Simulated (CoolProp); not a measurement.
A single-stage vapour-compression cycle with the fluid: evaporating at 288.15 K (dew point), condensing at 329.15 K (bubble point), superheat 0 K, subcooling 5 K, compressor efficiency 0.7, no pressure losses. The same conditions are run with several fluids, on thermodynamics alone (safety and materials aside).

Values from CoolProp's reference Helmholtz-energy equation of state of each fluid (R11: Jacobsen 1992; R115: Lemmon 2016; n-pentane: Thol 2019; R1132(E): Akasaka 2024; n-hexane: Thol 2019; neopentane: Lemmon 2006).

```
fluid       cooling COP  pressure ratio  discharge temperature (K)  refrigerating effect (kJ/kg)  volumetric capacity (kJ/m³)
----------  -----------  --------------  -------------------------  ----------------------------  ---------------------------
R11                4.45            3.81                      349.8                           152                          663
R115               3.40            2.74                      330.3                          59.2                         3160
n-pentane          4.31            4.11                      330.7                           289                          415
R1132(E)           3.63            2.71                      353.0                           159                         6690
n-hexane           4.34            5.20                      329.2                           290                          135
neopentane         4.13            3.38                      329.1                           226                          883
```

The compression ends wet for: n-hexane; neopentane.
